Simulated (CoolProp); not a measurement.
A single-stage vapour-compression cycle with n-hexane: evaporating at 317.15 K (dew point), condensing at 363.15 K (bubble point), superheat 0 K, subcooling 0 K, compressor efficiency 0.75, no pressure losses. Each further row changes one setting.

The numbers come from the reference Helmholtz-energy equation of state, Thol 2019 in CoolProp.

```json
[
 {"case": "as stated", "cooling COP": "4.11", "pressure ratio": "4.36", "discharge temperature (K)": "363.1", "refrigerating effect (kJ/kg)": "240", "volumetric capacity (kJ/m³)": "349"},
 {"case": "evaporating temperature 322.15 K", "cooling COP": "4.82", "pressure ratio": "3.62", "discharge temperature (K)": "363.1", "refrigerating effect (kJ/kg)": "248", "volumetric capacity (kJ/m³)": "429"},
 {"case": "condensing temperature 358.15 K", "cooling COP": "4.77", "pressure ratio": "3.79", "discharge temperature (K)": "358.2", "refrigerating effect (kJ/kg)": "253", "volumetric capacity (kJ/m³)": "368"},
 {"case": "subcooling 5 K", "cooling COP": "4.33", "pressure ratio": "4.36", "discharge temperature (K)": "363.1", "refrigerating effect (kJ/kg)": "252", "volumetric capacity (kJ/m³)": "368"},
 {"case": "superheat 10 K", "cooling COP": "4.20", "pressure ratio": "4.36", "discharge temperature (K)": "363.5", "refrigerating effect (kJ/kg)": "258", "volumetric capacity (kJ/m³)": "363"},
 {"case": "compressor efficiency 0.65", "cooling COP": "3.56", "pressure ratio": "4.36", "discharge temperature (K)": "363.1", "refrigerating effect (kJ/kg)": "240", "volumetric capacity (kJ/m³)": "349"}
]
```

The compression ends wet for: as stated; evaporating temperature 322.15 K; condensing temperature 358.15 K; subcooling 5 K; compressor efficiency 0.65.
